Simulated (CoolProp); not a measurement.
Isobutane along the isobar 18.6 MPa: Z from the reference equation and from simpler models built on Tc = 407.8 K, pc = 3.629 MPa, ω = 0.184; each cubic takes its own stable root.

The numbers come from the reference Helmholtz-energy equation of state, Bücker 2006 in CoolProp.

| T (K) | phase | reference | van der Waals | Redlich-Kwong | Soave-Redlich-Kwong | Peng-Robinson |
|---|---|---|---|---|---|---|
| 167.9 | liquid | 1.108 | 1.750 | 1.198 | 1.193 | 1.066 |
| 189.1 | liquid | 1.011 | 1.581 | 1.087 | 1.080 | 0.9642 |
| 210.3 | liquid | 0.9350 | 1.447 | 1.001 | 0.9925 | 0.8852 |
| 231.5 | liquid | 0.8745 | 1.340 | 0.9329 | 0.9232 | 0.8229 |
| 252.6 | liquid | 0.8260 | 1.252 | 0.8789 | 0.8683 | 0.7735 |
| 273.8 | liquid | 0.7867 | 1.179 | 0.8355 | 0.8243 | 0.7342 |
| 295 | liquid | 0.7551 | 1.118 | 0.8010 | 0.7897 | 0.7032 |
| 316.2 | liquid | 0.7299 | 1.067 | 0.7738 | 0.7629 | 0.6796 |
| 337.3 | liquid | 0.7106 | 1.024 | 0.7531 | 0.7432 | 0.6625 |
| 358.5 | liquid | 0.6964 | 0.9871 | 0.7379 | 0.7297 | 0.6514 |
| 379.7 | liquid | 0.6871 | 0.9564 | 0.7277 | 0.7223 | 0.6461 |
